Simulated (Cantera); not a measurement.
A perfectly stirred reactor is fed with H2 : O2 : N2 = 1 : 1.06 : 6.6 (molar parts), at 100000 Pa; it is adiabatic with a 625 K inlet, and is followed from long to short residence time, starting on the burning branch (τ in s: 0.022, 0.012, 0.0063, 0.0034, 0.0018, 0.00099, 0.00053, 0.00029, 0.00015, 8.3e-05, 4.5e-05, 2.4e-05).

Cantera simulation using the H2/O2 subset of GRI-Mech 3.0, which has no nitrogen chemistry; the numbers are that mechanism's predictions, not measurements.

x: mole fraction; the columns are a selection and need not sum to one.

```
τ (s)    T (K)      x H2    x O2       x O   x H2O    x HO2
-------  -----  --------  ------  --------  ------  -------
0.022     1495  0.000398  0.0684  0.000264   0.122  7.66e-6
0.012     1491  0.000591  0.0684  0.000394   0.121  1.03e-5
0.0063    1485  0.000899  0.0684  0.000599   0.121  1.38e-5
0.0034    1477       ___  0.0684       ___   0.120      ___
0.0018    1465   0.00201  0.0685   0.00130   0.119  2.21e-5
0.00099   1448   0.00293  0.0686   0.00182   0.117  2.65e-5
0.00053   1422   0.00437  0.0691   0.00249   0.115  3.13e-5
0.00029   1386   0.00653  0.0699   0.00320   0.112  3.64e-5
0.00015   1331    0.0106  0.0719   0.00381   0.106  4.33e-5
8.3e-5    1255    0.0186  0.0762   0.00373  0.0964  5.28e-5
4.5e-5     625     0.115   0.122    <1e-12  <1e-12   <1e-12
2.4e-5     625     0.115   0.122    <1e-12  <1e-12   <1e-12
```

**Question.** Complete the blanks.

**Answer.** 
- 0.0034, x H2: 0.00134
- 0.0034, x O: 0.000884
- 0.0034, x HO2: 1.77e-5
